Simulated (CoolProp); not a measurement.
Vapour-liquid equilibrium of propylene (1) + n-hexane (2) at 0.547 bar; x and y are mole fractions of (1).

Values from CoolProp's multi-fluid Helmholtz-energy mixture model, Lemmon 2013 and Thol 2019; pair parameters Bell 2016.

**Question.** Give the bubble temperature and the first vapour's composition at x = 0.65, 0.8, 0.95. Is there an azeotrope?

**Answer.** x = 0.65: -51.1 °C, y = 0.998; x = 0.8: -55.6 °C, y = 0.999; x = 0.95: -59.3 °C, y = 1.000. No azeotrope shows between x = 0.05 and 0.95.

The pair parameters rest on a limited set of measurements; away from them the model extrapolates. The gap from Raoult's law changes sign with composition, which may be real or a fault of the pair parameters; it wasn't checked against measurements.
